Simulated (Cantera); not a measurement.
A closed system holds: 1 mol H₂O, 4.1 mol O₂, 9.1 mol N₂, at 17.0 Pa.

Method: chemical equilibrium by Gibbs-energy minimisation in Cantera with the NASA 1993 tables (ideal gas, pure condensed phases). Candidate condensed phases: H₂O; 24 gas species. Rates play no part.

x: gas mole fraction; nothing condenses.

| T (K) | x N₂ | x O₂ | x H₂O | x O | x OH |
|---|---|---|---|---|---|
| 1348 | 0.641 | 0.288 | 0.0703 | 1.68e-5 | 0.000143 |
| 1448 | 0.640 | 0.288 | 0.0702 | 8.03e-5 | 0.000389 |
| 1548 | 0.640 | 0.287 | 0.0699 | … | … |
| 1648 | 0.639 | 0.286 | 0.0692 | … | … |
| 1748 | 0.637 | 0.284 | 0.0678 | 0.00300 | 0.00388 |
| 1848 | 0.634 | 0.279 | 0.0651 | 0.00768 | 0.00694 |
| 1948 | 0.628 | 0.271 | 0.0601 | 0.0177 | 0.0114 |

### Question
Some entries are withheld; supply them.

### Answer

- 1548, x O: 0.000314
- 1548, x OH: 0.000929
- 1648, x O: 0.00104
- 1648, x OH: 0.00199
